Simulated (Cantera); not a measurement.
Feed: 1 mol CaF2, 0.75 mol H2O, a varied amount of N2, held at 1675 K and 0.410 Pa.

These are equilibrium values from Cantera (NASA tables, ideal gas, pure condensed phases), not measurements of a reactor. Candidate condensed phases: Ca, CaF2, CaO, Ca(OH)2, H2O; 47 gas species. Rates play no part.

Q: What share of the Ca ends up in condensed phases as a function of n(N2) (mol), at 6.9, 9.4, 13, 18, 24, 33, 45, 61, 83, 110, 150, 210?

A: 
```json
[
 {"n(N2) (mol)": "6.9", "Ca condensed (%)": "60.6", "as": "CaO(s)"},
 {"n(N2) (mol)": "9.4", "Ca condensed (%)": "60.3", "as": "CaO(s)"},
 {"n(N2) (mol)": "13", "Ca condensed (%)": "59.9", "as": "CaO(s)"},
 {"n(N2) (mol)": "18", "Ca condensed (%)": "59.5", "as": "CaO(s)"},
 {"n(N2) (mol)": "24", "Ca condensed (%)": "59.1", "as": "CaO(s)"},
 {"n(N2) (mol)": "33", "Ca condensed (%)": "58.5", "as": "CaO(s)"},
 {"n(N2) (mol)": "45", "Ca condensed (%)": "57.8", "as": "CaO(s)"},
 {"n(N2) (mol)": "61", "Ca condensed (%)": "57.0", "as": "CaO(s)"},
 {"n(N2) (mol)": "83", "Ca condensed (%)": "56.1", "as": "CaO(s)"},
 {"n(N2) (mol)": "110", "Ca condensed (%)": "55.1", "as": "CaO(s)"},
 {"n(N2) (mol)": "150", "Ca condensed (%)": "53.8", "as": "CaO(s)"},
 {"n(N2) (mol)": "210", "Ca condensed (%)": "52.1", "as": "CaO(s)"}
]
```
